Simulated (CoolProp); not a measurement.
Sulfur hexafluoride along the isotherm 274.9 K: fugacity coefficient from the reference equation and from simpler models built on Tc = 318.7 K, pc = 3.755 MPa, ω = 0.210; each cubic takes its own stable root.

Values from CoolProp's reference Helmholtz-energy equation of state, Guder 2009.

| p (MPa) | phase | reference | van der Waals | Redlich-Kwong | Peng-Robinson |
|---|---|---|---|---|---|
| 0.00594 | gas | 0.9991 | 0.9993 | 0.9992 | 0.9991 |
| 0.0106 | gas | 0.9985 | 0.9988 | 0.9985 | 0.9983 |
| 0.0188 | gas | 0.9973 | 0.9979 | 0.9974 | 0.9971 |
| 0.0334 | gas | 0.9952 | 0.9962 | 0.9954 | 0.9948 |
| 0.0594 | gas | 0.9914 | 0.9933 | 0.9918 | 0.9907 |
| 0.106 | gas | 0.9847 | 0.9881 | 0.9854 | 0.9835 |
| 0.188 | gas | 0.9730 | 0.9789 | 0.9741 | 0.9708 |
| 0.334 | gas | 0.9520 | 0.9625 | 0.9542 | 0.9484 |
| 0.594 | gas | 0.9148 | 0.9334 | 0.9188 | 0.9087 |
| 1.06 | gas | 0.8476 | 0.8811 | 0.8557 | 0.8386 |
| 1.88 | liquid | 0.5795 | 0.7869 | 0.6580 | 0.5753 |

At some of these states van der Waals gives the other phase, because its saturation line lies elsewhere.
